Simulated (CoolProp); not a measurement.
Aqueous ethanol as a coolant, 54 % by mass, freezing at -40.5 °C, 1 atm.

Model: Melinder's fits for secondary coolants, in CoolProp.

```csv
T (°C),conductivity (W/(m K)),density (kg/m³),Prandtl number,cp (kJ/(kg K))
-18.1,0.294,935.2,178,3.284
-13.2,0.295,931.2,137,3.355
-8.2,0.296,927.2,107,3.423
-3.3,0.297,923.3,85.2,3.487
1.6,0.298,919.3,69.0,3.546
6.5,0.299,915.4,56.6,3.602
11.4,0.299,911.5,47.0,3.653
16.4,0.300,907.4,39.3,3.701
21.3,0.301,903.5,33.3,3.743
26.2,0.302,899.5,28.4,3.780
31.1,0.303,895.5,24.3,3.812
36,0.304,891.5,20.9,3.839
```
